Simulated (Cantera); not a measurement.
Charge: 1 mol Cr, 4.6 mol H2O, 72 mol H2, at 1525 °C and 0.260 Pa.

Method: chemical equilibrium by Gibbs-energy minimisation in Cantera with the NASA 1993 tables (ideal gas, pure condensed phases). Candidate condensed phases: Cr, Cr2O3, H2O; 13 gas species. Equilibrium is a limit: real reactors are often held back by kinetics, nucleation or transport.

Base state: H2 0.746, H 0.189, H2O 0.0522, Cr 0.0112, OH 0.000868, CrO 0.000411, O 0.000170, CrO2 1.11e-5 (mole fractions); condensed: gas only.

Task: What changes in the equilibrium state with this change: Cr replaced by Ta?

Result: 
| species | before | after |
|---|---|---|
| H2 | 0.746 | 0.780 |
| H | 0.189 | 0.193 |
| H2O | 0.0522 | 0.0248 |
| Cr | 0.0112 | 0 |
| TaO2 | 0 | 0.00117 |
| CrO | 0.000411 | 0 |
| CrO2 | 1.11e-5 | 0 |
| Ta2O5(s), mol | 0 | 0.450 |
Further candidate phases: Ta, Ta2O5.
